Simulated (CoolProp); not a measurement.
The numbers come from the reference Helmholtz-energy equation of state, Zhou 2012 in CoolProp.

Task: For m-xylene, give the phase and the cp (kJ/(kg K)), isothermal compressibility (1/MPa), viscosity (µPa s), conductivity (mW/(m K)) at 346.85 °C and 2210 kPa; 346.85 °C and 7360 kPa.

Result: 
- 346.85 °C and 2210 kPa: gas; cp 2.53, isothermal compressibility 0.663, viscosity 14.4, conductivity 44.9
- 346.85 °C and 7360 kPa: supercritical; cp 3.06, isothermal compressibility 0.0277, viscosity 63.2, conductivity 76.9

Viscosity comes from a separate model (Cao 2016). Thermal conductivity comes from a separate model (Mylona 2014).
